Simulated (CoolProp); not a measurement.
n-heptane along the isotherm 571.1 K: density (kg/m³) from the reference equation and from simpler models built on Tc = 541.2 K, pc = 2774 kPa, ω = 0.349; each cubic takes its own stable root.

Computed with CoolProp (reference Helmholtz-energy equation of state, Span 2003). It is a short technical equation, of lower accuracy than the large ones.

```
p (kPa)          phase  reference  ideal gas  Soave-Redlich-Kwong  Peng-Robinson
-------  -------------  ---------  ---------  -------------------  -------------
21.9               gas     0.4632     0.4621               0.4632         0.4633
34.1               gas     0.7221     0.7196               0.7221         0.7224
53.2               gas      1.129      1.123                1.129          1.130
82.8               gas      1.762      1.747                1.762          1.764
129                gas      2.759      2.722                2.759          2.763
201                gas      4.333      4.242                4.331          4.342
313                gas      6.832      6.605                6.825          6.854
487                gas      10.85      10.28                10.83          10.90
758                gas      17.45      16.00                17.39          17.58
1180               gas      28.78      24.90                28.58          29.06
1840               gas      50.08      38.83                49.25          50.63
2860     supercritical      100.2      60.35                95.44          100.0
4450     supercritical      292.9      93.91                238.3          257.1
6930     supercritical      383.6      146.2                324.1          356.4
```
